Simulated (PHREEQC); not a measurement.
Consider water at 25 °C with 0.0073 mol TMAH, 0.011 mol H3BO3 and 0.00035 mol (CH3)4NCl per kg of water. Closed to the air; pH follows from the charge balance.

Equilibrium calculation in PHREEQC: ion-association model, phreeqc.dat.

Each row changes one thing in this solution. Precipitation was switched off in this run.

```json
[
 {"case": "as made", "pH": "9.49", "ionic strength (mol/kgw)": "0.00765"},
 {"case": "TMAH replaced by (CH3)4NF at the same molality", "pH": "6.34", "ionic strength (mol/kgw)": "0.00765"},
 {"case": "0.013 mol/kgw HF added", "pH": "3.97", "ionic strength (mol/kgw)": "0.00777"},
 {"case": "H3BO3 left out", "pH": "11.82", "ionic strength (mol/kgw)": "0.00765"},
 {"case": "temperature from 25 to 10 °C", "pH": "9.62", "ionic strength (mol/kgw)": "0.00765"}
]
```

(CH3)4N+ isn't in the database: it is added as a free cation with an ion size of 4 Å. Away from 25 °C the constants follow the database's enthalpies or fits; those with neither stay at their 25 °C values. Real BF4- forms and hydrolyses slowly; the run takes it at equilibrium.
